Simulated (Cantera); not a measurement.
A closed system holds: 1 mol AlCl3, 0.52 mol HCl, 6.7 mol H2, 0.83 mol N2, equilibrated at 1600 K and 0.100 bar.

Method: chemical equilibrium by Gibbs-energy minimisation in Cantera with the NASA 1993 tables (ideal gas, pure condensed phases). Candidate condensed phases: Al, AlCl3, AlN, NH4Cl; 20 gas species. The tables' values for AlCl2 are old estimates; treat these amounts as uncertain. Equilibrium is a limit: real reactors are often held back by kinetics, nucleation or transport.

Base state: H2 0.707, HCl 0.0949, N2 0.0899, AlCl3 0.0822, AlCl2 0.0137, AlCl 0.0125, H 0.000145, Cl 1.54e-5 (mole fractions); condensed: gas only.

Question: What changes in the equilibrium state with this change: temperature from 1600 K to 950 K?

Answer: 
```json
[
 {"species": "H2", "before": "0.707", "after": "0.711"},
 {"species": "HCl", "before": "0.0949", "after": "0.117"},
 {"species": "AlCl3", "before": "0.0822", "after": "0.0903"},
 {"species": "AlCl2", "before": "0.0137", "after": "3.26e-7"},
 {"species": "AlCl", "before": "0.0125", "after": "<1e-9"},
 {"species": "N2", "before": "0.0899", "after": "0.0818"},
 {"species": "H", "before": "0.000145", "after": "1.48e-9"},
 {"species": "Cl", "before": "1.54e-5", "after": "<1e-9"},
 {"species": "Al2Cl6", "before": "4.53e-7", "after": "0.000168"},
 {"species": "NH3", "before": "8.32e-7", "after": "1.41e-5"},
 {"species": "AlN(s), mol", "before": "0", "after": "0.180"}
]
```
